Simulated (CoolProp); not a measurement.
A Linde-Hampson liquefier for ethylene: isothermal reversible compression at 320 K from 1 atm to 10 MPa, throttling to 1 atm, return gas leaving the recuperator 10 K below the feed. Each further row changes one setting.

The numbers come from the reference Helmholtz-energy equation of state, Smukala 2000 in CoolProp.

| case | liquid yield per pass | compression work (kJ/kg of gas) |
|---|---|---|
| as stated | … | 386 |
| high pressure 20 MPa | … | … |
| warm-end temperature 350 K | 0.182 | … |
| warm-end gap 15 K | … | 386 |

Question: Fill in the missing entries.

Answer: 
- as stated, liquid yield per pass: 0.304
- high pressure 20 MPa, liquid yield per pass: 0.403
- high pressure 20 MPa, compression work (kJ/kg of gas): 418
- warm-end temperature 350 K, compression work (kJ/kg of gas): 440
- warm-end gap 15 K, liquid yield per pass: 0.296
